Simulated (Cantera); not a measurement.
# Low-pressure radical oxidation in H2/O2

An isothermal, constant-pressure homogeneous reactor starts with H2 : O2 = 0.14 : 1 (molar parts), equivalence ratio 0.070, at 1200 K and 4.58 Torr.

Detailed kinetics in Cantera: the H2/O2 subset of GRI-Mech 3.0, which has no nitrogen chemistry. Radical loss at walls, strong at low pressure, is not modelled. The temperature is held fixed by assumption; the heat of reaction is taken as removed at once.

```csv
t (s),x H2,x O2,x OH,x HO2,x H
4.00e-5,0.123,0.877,2.68e-10,1.81e-9,1.58e-9
0.000177,0.123,0.877,3.32e-9,8.04e-9,7.20e-9
0.000787,0.123,0.877,1.52e-7,3.61e-8,2.47e-7
0.00349,0.0288,0.819,0.0109,2.83e-6,0.0349
0.0155,0.00362,0.804,0.00667,2.98e-6,0.0284
0.0687,0.00214,0.835,0.00520,2.93e-6,0.0115
0.305,0.000318,0.864,0.00203,1.66e-6,0.000610
1.35,1.84e-5,0.869,0.000491,2.75e-7,8.49e-6
6.00,1.58e-6,0.869,0.000145,3.47e-8,2.16e-7
```
x: mole fraction; the columns are a selection and need not sum to one.

Equilibrium at this temperature and pressure: H2 2.30e-8, O2 0.869, OH 1.75e-5, HO2 1.24e-8, H 3.86e-10 (gas phase only).
